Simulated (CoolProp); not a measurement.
Carbonyl sulfide along the isobar 36.8 bar: Z from the reference equation and from simpler models built on Tc = 378.8 K, pc = 63.69 bar, ω = 0.098; each cubic takes its own stable root.

Model: reference Helmholtz-energy equation of state, Lemmon 2006, in CoolProp. It is a short technical equation, of lower accuracy than the large ones.

```tsv
T (K)	phase	reference
252.1	liquid	0.09447
270.2	liquid	0.09164
288.2	liquid	0.08977
306.2	liquid	0.08895
324.2	liquid	0.08953
342.3	liquid	0.09259
360.3	gas	0.7063
378.3	gas	0.7650
396.4	gas	0.8061
414.4	gas	0.8369
432.4	gas	0.8611
450.4	gas	0.8806
468.5	gas	0.8968
486.5	gas	0.9102
```

Question: How far does each simpler model (Redlich-Kwong, Peng-Robinson) lie from the reference over these 14 states: mean and median of the absolute difference, and the worst?

Answer: 
- Redlich-Kwong: mean 4.6 %, median 0.9 %, worst +16.4 % at 342.3 K and 36.8 bar
- Peng-Robinson: mean 3.0 %, median 2.3 %, worst -6.6 % at 252.1 K and 36.8 bar
